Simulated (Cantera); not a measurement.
**Equilibrium for silicon carbide growth: (CH3)2SiCl2 + H2 + C2H4**

A closed system holds: 1 mol (CH3)2SiCl2, 44 mol H2, 0.95 mol C2H4, held at 1.60 mbar.

These are equilibrium values from Cantera (NASA tables, ideal gas, pure condensed phases), not measurements of a reactor. Candidate condensed phases: C, C6H6, C7H8, C8H18, Si, SiC; 109 gas species. The feed counts by its element totals alone. The tables' values for SiCl are old estimates; treat these amounts as uncertain. Kinetics and transport are ignored.

| T (K) | log p H2 | log p HCl | log p H | log p Si | log p Cl | log p C2H2 (acetylene) | n C(graphite) | n SiC(s) |
|---|---|---|---|---|---|---|---|---|
| 1398 | -2.81 | -4.19 | -6.73 | -11.43 | -8.20 | -8.42 | 2.90 | 0.999 |
| 1448 | -2.81 | -4.19 | -6.44 | -10.76 | -7.91 | -8.14 | 2.90 | 0.998 |
| 1498 | -2.81 | -4.19 | -6.17 | -10.14 | -7.65 | -7.87 | 2.90 | 0.998 |
| 1548 | -2.81 | -4.19 | -5.92 | -9.56 | -7.40 | -7.62 | 2.90 | 0.998 |
| 1598 | -2.81 | -4.20 | -5.68 | -9.01 | -7.16 | -7.38 | 2.90 | 0.997 |
| 1648 | -2.81 | -4.20 | -5.46 | -8.50 | -6.94 | -7.16 | 2.90 | 0.996 |
| 1698 | -2.82 | -4.20 | -5.25 | -8.02 | -6.74 | -6.96 | 2.90 | 0.995 |
| 1748 | -2.82 | -4.20 | -5.05 | -7.56 | -6.54 | -6.76 | 2.90 | 0.994 |
| 1798 | -2.82 | -4.20 | -4.86 | -7.13 | -6.36 | -6.58 | 2.89 | 0.991 |
| 1848 | -2.82 | -4.20 | -4.69 | -6.73 | -6.19 | -6.41 | 2.89 | 0.986 |
| 1898 | -2.82 | -4.21 | -4.52 | -6.34 | -6.03 | -6.25 | 2.89 | 0.975 |
| 1948 | -2.83 | -4.21 | -4.36 | -5.98 | -5.87 | -6.09 | 2.89 | 0.952 |
| 1998 | -2.83 | -4.22 | -4.21 | -5.64 | -5.73 | -5.95 | 2.92 | 0.903 |
log p: log10 of the partial pressure in bar; n: condensed amount in mol.

From 1398 K to 1998 K the condensed part is C(graphite) + SiC(s). The main Si-bearing gas is SiCl2 at 1398 K and Si at 1998 K. The share of Si in condensed phases is highest at 1398 K (99.9 %) and lowest at 1998 K (90.3 %).
